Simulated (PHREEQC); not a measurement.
H2SO4 is added in steps, without added water, to 1 kg of water holding 0.081 mol/kgw NaH2PO4, 0.077 mol/kgw K2HPO4 and 0.069 mol/kgw KCl, at 25 °C. O2 is buffered at 0.21 atm. No CO2 enters from the air. No solid was allowed to form.

Base run: PHREEQC, ion-association model, phreeqc.dat. Each further column changes one thing. The table gives HPO4-2 (mol/kgw).

```json
[
 {"H2SO4 added (mol)": "0", "base": "0.0680", "database wateq4f.dat": "0.0680", "metal-ligand complexes left out": "0.0770", "Davies equation for every ion": "0.0662", "Debye-Hückel limiting law": "0.0745"},
 {"H2SO4 added (mol)": "0.008167", "base": "0.0535", "database wateq4f.dat": "0.0535", "metal-ligand complexes left out": "0.0607", "Davies equation for every ion": "0.0522", "Debye-Hückel limiting law": "0.0587"},
 {"H2SO4 added (mol)": "0.01633", "base": "0.0391", "database wateq4f.dat": "0.0391", "metal-ligand complexes left out": "0.0443", "Davies equation for every ion": "0.0381", "Debye-Hückel limiting law": "0.0428"},
 {"H2SO4 added (mol)": "0.0245", "base": "0.0247", "database wateq4f.dat": "0.0247", "metal-ligand complexes left out": "0.0280", "Davies equation for every ion": "0.0241", "Debye-Hückel limiting law": "0.0270"},
 {"H2SO4 added (mol)": "0.03267", "base": "0.0103", "database wateq4f.dat": "0.0103", "metal-ligand complexes left out": "0.0117", "Davies equation for every ion": "0.0101", "Debye-Hückel limiting law": "0.0113"},
 {"H2SO4 added (mol)": "0.04083", "base": "9.83e-5", "database wateq4f.dat": "9.85e-5", "metal-ligand complexes left out": "0.000102", "Davies equation for every ion": "9.05e-5", "Debye-Hückel limiting law": "0.000209"},
 {"H2SO4 added (mol)": "0.049", "base": "1.90e-5", "database wateq4f.dat": "1.91e-5", "metal-ligand complexes left out": "1.98e-5", "Davies equation for every ion": "1.75e-5", "Debye-Hückel limiting law": "4.26e-5"}
]
```

 H3PO4, which wateq4f.dat lacks, is added to it with the constant of phreeqc.dat. phreeqc.dat and wateq4f.dat share most of their constants, so their agreement is no independent check.
